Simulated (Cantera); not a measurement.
Input (Python, Cantera):

```python
import numpy as np
import cantera as ct

gas = ct.Solution("gri30.yaml")
gas.TPX = 473, 29000, {'CO': 1, 'H2': 0.045, 'CH4': 0.57, 'O2': 3.02, 'N2': 11.4}
inlet = ct.Reservoir(gas, clone=True)
gas.equilibrate("HP")  # start burning
reactor = ct.IdealGasConstPressureReactor(gas, energy="on", clone=False)
exhaust = ct.Reservoir(gas, clone=True)
tau = [0.028, 0.013, 0.0065, 0.0032, 0.0016, 0.00076, 0.00037, 0.00018, 8.8e-05, 4.3e-05, 2.1e-05, 1e-05, 5e-06][0]
for a, b in ((inlet, reactor), (reactor, exhaust)):
    ct.MassFlowController(a, b, mdot=lambda t: reactor.mass / tau)
net = ct.ReactorNet([reactor])
show = ['CO', 'H2', 'CH4', 'C2H2', 'N2O', 'O']

rows = []
print(f"{'tau/s':>10s}{'T/K':>9s}" + "".join(f"{s:>11s}" for s in show))
for tau in [0.028, 0.013, 0.0065, 0.0032, 0.0016, 0.00076, 0.00037, 0.00018, 8.8e-05, 4.3e-05, 2.1e-05, 1e-05, 5e-06]:
    net.initial_time = 0.0
    net.advance(30 * tau)
    before = gas.X
    net.advance(40 * tau)
    drift = np.max(np.abs(gas.X - before) / (gas.X + 1e-9))
    rows.append([gas.T, *gas[show].X, drift])
    print(f"{tau:10.3e}{gas.T:9.1f}" + "".join(f"{x:11.3e}" for x in gas[show].X))
```

It prints:

```
     tau/s      T/K         CO         H2        CH4       C2H2        N2O          O
 2.800e-02   1730.0  5.290e-03  9.262e-04  1.636e-05  3.320e-11  1.634e-07  2.425e-03
 1.300e-02   1692.5  7.788e-03  1.363e-03  2.765e-05  4.994e-11  1.374e-07  3.599e-03
 6.500e-03   1647.6  1.078e-02  1.853e-03  4.644e-05  8.138e-11  1.169e-07  4.914e-03
 3.200e-03   1588.9  1.489e-02  2.415e-03  8.455e-05  1.598e-10  9.922e-08  6.352e-03
 1.600e-03   1515.7  2.098e-02  2.976e-03  1.702e-04  3.975e-10  8.431e-08  7.428e-03
 7.600e-04   1406.8  3.337e-02  3.632e-03  4.774e-04  1.801e-09  6.674e-08  6.942e-03
 3.700e-04    473.0  6.236e-02  2.806e-03  3.555e-02  1.774e-21  4.246e-22  5.670e-21
 1.800e-04    473.0  6.236e-02  2.806e-03  3.555e-02  6.422e-25  1.537e-25  2.965e-21
 8.800e-05    473.0  6.236e-02  2.806e-03  3.555e-02  4.057e-26  9.709e-27  1.595e-21
 4.300e-05    473.0  6.236e-02  2.806e-03  3.555e-02  2.562e-27  6.134e-28  8.027e-22
 2.100e-05    473.0  6.236e-02  2.806e-03  3.555e-02  1.619e-28  3.876e-29  3.970e-22
 1.000e-05    473.0  6.236e-02  2.806e-03  3.555e-02  1.022e-29  2.453e-30  1.909e-22
 5.000e-06    473.0  6.236e-02  2.806e-03  3.555e-02  6.458e-31  1.559e-31  9.515e-23
```

Computed with Cantera and GRI-Mech 3.0 (53 species, 325 reactions).
